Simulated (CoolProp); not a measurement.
Vapour-liquid equilibrium of methanol (1) + toluene (2) at 409.3 K; x and y are mole fractions of (1).

Values from CoolProp's multi-fluid Helmholtz-energy mixture model, de Reuck 1993 and Lemmon 2006; pair parameters Bell 2016.

| x | bubble pressure (MPa) | y at the bubble point | dew pressure at overall composition x (MPa) | liquid density (mol/L) |
|---|---|---|---|---|
| 0.05 | 0.3633 | 0.445 | 0.2099 | 8.391 |
| 0.15 | 0.5659 | 0.649 | 0.2364 | 8.896 |
| 0.25 | 0.6735 | 0.712 | 0.2688 | 9.485 |
| 0.35 | 0.7364 | 0.744 | 0.3104 | 10.18 |
| 0.45 | 0.7806 | 0.768 | 0.3665 | 11.02 |
| 0.55 | 0.8189 | 0.791 | 0.4463 | 12.03 |
| 0.65 | 0.8569 | 0.819 | 0.5675 | 13.28 |
| 0.75 | 0.8960 | 0.855 | 0.7479 | 14.83 |
| 0.85 | 0.9351 | 0.903 | 0.8908 | 16.78 |
| 0.95 | 0.9718 | 0.965 | 0.9641 | 19.28 |

No azeotrope shows between x = 0.05 and 0.95.

Pair parameters are fitted to limited data, so mixtures are less certain than the pure fluids. With so large a gap from Raoult's law the liquid may split in two, which this calculation doesn't test in full.
